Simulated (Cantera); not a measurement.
Feed: 1 mol Fe(CO)₅, 0.97 mol H₂, equilibrated at 950 °C and 1.10 mbar.

Equilibrium computed with Cantera from the NASA thermochemical tables; the gas is ideal and each condensed phase is pure. Candidate condensed phases: C, C₆H₆, C₇H₈, C₈H₁₈, Fe, Fe(CO)₅, FeO, Fe(OH)₂, Fe(OH)₃, Fe₂O₃, Fe₃O₄, H₂O; 114 gas species. Rates play no part.

Base state: CO 0.838, H₂ 0.162, CO₂ 1.06e-5 (mole fractions); condensed: Fe(γ).

Task: What changes in the equilibrium state with this change: pressure from 1.10 mbar to 1 atm?

Result: 
```csv
species,before,after
CO,0.838,0.826
H₂,0.162,0.161
CO₂,1.06e-5,0.00952
H₂O,3.01e-6,0.00271
CH₄,3.87e-7,0.000350
"Fe(γ), mol",1.000,1.00
"C(graphite), mol",0,0.0700
```
Condensed phases not in the tables: cementite and carbon dissolved in iron.
